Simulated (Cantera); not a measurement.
An adiabatic, constant-pressure homogeneous reactor starts with H₂ : O₂ : N₂ : H₂O = 1 : 1.43 : 5.37 : 0.88 (molar parts), equivalence ratio 0.35, at 1700 K and 1.01 bar.

Model: the H2/O2 subset of GRI-Mech 3.0, which has no nitrogen chemistry, integrated in Cantera.

One state of this run: T (K) = 1846; x H₂ = 0.0181; x O₂ = 0.107; x H₂O = 0.177; x H₂O₂ = 1.17e-6; x O = 0.0243. x: mole fraction; the columns are a selection and need not sum to one.

### Question
Which value of t (s) does it belong to?
A. 5.37e-6
B. 0.00537
C. 0.000104
D. 1.44e-5

### Answer
D, 1.44e-5
